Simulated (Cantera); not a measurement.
An isothermal, constant-pressure homogeneous reactor starts with CO : O2 : H2O : N2 = 0.0086 : 0.0023 : 0.00027 : 1 (molar parts), equivalence ratio 1.9, at 1350 K and 100.0 Torr. Integrator tolerance rtol = 1e-08.

Cantera simulation using GRI-Mech 3.0 (53 species, 325 reactions); the numbers are that mechanism's predictions, not measurements.

**Question.** What does this change do: temperature 1350 to 1075 K?

**Answer.** 
```
quantity                                             before                                      after
----------------  -----------------------------------------  -----------------------------------------
x(CO) at 4.00 s     0.00388 (gas-phase equilibrium 0.00388)    0.00382 (gas-phase equilibrium 0.00384)
x(O2) at 4.00 s    3.87e-6 (gas-phase equilibrium 1.74e-12)     7.42e-8 (gas-phase equilibrium <1e-12)
x(H2O) at 4.00 s  0.000158 (gas-phase equilibrium 0.000188)  0.000121 (gas-phase equilibrium 0.000142)
x(NO2) at 4.00 s    1.16e-11 (gas-phase equilibrium <1e-12)      <1e-12 (gas-phase equilibrium <1e-12)
x(O) at 4.00 s     3.35e-6 (gas-phase equilibrium 1.54e-12)     1.18e-7 (gas-phase equilibrium <1e-12)
```
